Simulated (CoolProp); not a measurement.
Aqueous ammonia as a coolant, 25 % by mass, freezing at -55.5 °C, 1 atm.

The numbers come from the Melinder's fits for secondary coolants in CoolProp.

| T (°C) | cp (kJ/(kg K)) | Prandtl number | conductivity (W/(m K)) | viscosity (mPa s) |
|---|---|---|---|---|
| -44.2 | 4.338 | 217 | 0.349 | 17.4 |
| -38.9 | 4.319 | 150 | 0.358 | 12.4 |
| -33.6 | 4.302 | 107 | 0.367 | 9.13 |
| -28.3 | 4.287 | 78.6 | 0.376 | 6.90 |
| -23 | 4.275 | 59.3 | 0.386 | 5.35 |
| -17.7 | 4.264 | 45.8 | 0.395 | 4.24 |
| -12.4 | 4.256 | 36.1 | 0.405 | 3.43 |
| -7.1 | 4.248 | 29.0 | 0.414 | 2.83 |
| -1.8 | 4.242 | 23.7 | 0.424 | 2.37 |
| 3.5 | 4.237 | 19.6 | 0.433 | 2.01 |
| 8.8 | 4.233 | 16.5 | 0.442 | 1.72 |
| 14.1 | 4.228 | 13.9 | 0.451 | 1.49 |
| 19.4 | 4.225 | 11.8 | 0.460 | 1.29 |
| 24.7 | 4.220 | 10.1 | 0.469 | 1.12 |
